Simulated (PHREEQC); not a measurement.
Make-up at 25 °C: 0.24 mol KCl, 0.11 mol CaCl2 and 0.0013 mol NaCl per kg of water. Closed to the air; pH follows from the charge balance.

Computed with PHREEQC (Pitzer model, pitzer.dat).

Each row changes one thing in this solution. This is a speciation only: nothing precipitates in the calculation.

```
case                              SI of Sylvite (KCl)  SI of Halite (NaCl)
--------------------------------  -------------------  -------------------
as made                                         -2.23                -5.15
CaCl2 from 0.11 to 0.121 mol/kgw                -2.21                -5.13
diluted 10-fold with water                      -4.04                -6.99
KCl from 0.24 to 0.36 mol/kgw                   -1.97                -5.06
```

Complexes and solids missing from the database can't appear.
